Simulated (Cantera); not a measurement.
A perfectly stirred reactor is fed with H₂ : O₂ : H₂O = 0.035 : 1 : 0.0073 (molar parts), equivalence ratio 0.018, at 0.0263 atm; it is held at 1100 K, and followed from long to short residence time.

Detailed kinetics in Cantera: GRI-Mech 3.0 (53 species, 325 reactions). Radical loss at walls, strong at low pressure, is not modelled. The temperature is held fixed by assumption; the heat of reaction is taken as removed at once.

One state of this run: x H₂ = 0.0262; x O₂ = 0.954; x OH = 0.00177; x H₂O₂ = 2.18e-7; x H = 0.00170; x HO₂ = 7.17e-6; x O = 0.00365. x: mole fraction; the columns are a selection and need not sum to one.

Q: Which value of τ (s) does it belong to?
(A) 0.0013
(B) 0.24
(C) 0.00022
(D) 7.9

A: C, 0.00022
